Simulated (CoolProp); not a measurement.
Saturation properties of toluene.

The numbers come from the reference Helmholtz-energy equation of state, Lemmon 2006 in CoolProp. It is a short technical equation, of lower accuracy than the large ones.

```csv
T (K),p (bar),liquid cp (kJ/(kg K)),vapour Z
359,0.4738,(withheld),0.9763
369.8,0.6700,1.951,0.9697
380.6,0.9259,1.991,(withheld)
391.4,(withheld),2.032,0.9530
402.1,1.660,2.074,0.9428
412.9,2.168,2.116,0.9311
423.7,2.788,2.160,0.9180
434.4,3.528,2.205,0.9034
445.2,4.417,2.251,0.8871
456,5.465,2.299,0.8691
466.8,6.691,(withheld),0.8492
477.5,8.098,2.402,0.8276
488.3,9.731,(withheld),0.8037
```

Fill in the missing entries.


- 359, liquid cp (kJ/(kg K)): 1.911
- 380.6, vapour Z: 0.9620
- 391.4, p (bar): 1.253
- 466.8, liquid cp (kJ/(kg K)): 2.349
- 488.3, liquid cp (kJ/(kg K)): 2.460

It boils at 383.7 K under 1 atm.
